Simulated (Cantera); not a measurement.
A jet of H2 : O2 : N2 = 0.016 : 0.11 : 0.79 (molar parts), equivalence ratio 0.073 at 300 K and 27.0 Torr hits a platinum plate 4.9 cm away at a mass flux of 0.13 kg/m²/s; the plate temperature is set and raised in steps from an oxygen-covered start.

Computed with Cantera and Deutschmann's 1995 Pt surface mechanism with GRI-Mech 3.0 gas chemistry. Catalytic surfaces can have several steady states; this one follows from the mechanism file's or the stated starting coverage.

One state of this run: wall x H2 = 0.00408; wall x O2 = 0.106; wall x H2O = 0.0257; wall x OH = <1e-8; θ free Pt = 0.0775; θ O* = 0.921; θ OH* = 0.00164. x: mole fraction at the wall; θ: surface coverage.

### Question
Which value of plate T (K) does it belong to?
(A) 850
(B) 900
(C) 950
(D) 700

### Answer
D, 700
